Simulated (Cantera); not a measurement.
N2O furnace oxynitridation

A perfectly stirred reactor is fed with 69.0 % N2O, 31.0 % N2, at 135 Torr; it is held at 1225 K, and followed from long to short residence time.

Computed with Cantera and GRI-Mech 3.0 (53 species, 325 reactions). GRI-Mech 3.0 was tuned for natural gas; its chemistry of N2O as a main component is partial and can be far from experiment. The mechanism lacks the step 2 NO + O2 → 2 NO2, which can matter for NO2 below about 1400 K. The temperature is held fixed by assumption; the heat of reaction is taken as removed at once.

```
τ (s)   x N2O   x N2    x NO2      x O      x O2
------  -----  -----  -------  -------  --------
2.9     0.414  0.472  4.44e-5  2.53e-6    0.0910
1.3     0.529  0.404  2.53e-5  2.60e-6    0.0528
0.54    0.612  0.356  1.16e-5  2.63e-6    0.0255
0.23    0.654  0.331  4.77e-6  2.64e-6    0.0116
0.099   0.674  0.320  1.72e-6  2.65e-6   0.00516
0.042   0.683  0.314  5.08e-7  2.65e-6   0.00222
0.018   0.687  0.312  1.27e-7  2.65e-6  0.000954
0.0078  0.688  0.311  2.80e-8  2.64e-6  0.000413
0.0034  0.689  0.311  5.69e-9  2.62e-6  0.000179
```
x: mole fraction; the columns are a selection and need not sum to one.
